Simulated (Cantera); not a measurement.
Charge: 1 mol B2O3, 2.2 mol N2, equilibrated at 1725 K and 100 Torr.

Equilibrium computed with Cantera from the NASA thermochemical tables; the gas is ideal and each condensed phase is pure. Candidate condensed phases: B, BN, B2O3; 17 gas species. Kinetics and transport are ignored.

Base state: N2 0.991, B2O3 0.00863, BO2 1.14e-5 (mole fractions); condensed: B2O3(l).

Q: What changes in the equilibrium state with this change: pressure from 100 Torr to 0.503 Torr?

A: 
```csv
species,before,after
N2,0.991,0.687
B2O3,0.00863,0.311
BO2,1.14e-5,0.000884
BO,7.40e-6,0.000685
B2O2,2.47e-6,0.000106
"B2O3(l), mol",0.981,0
```
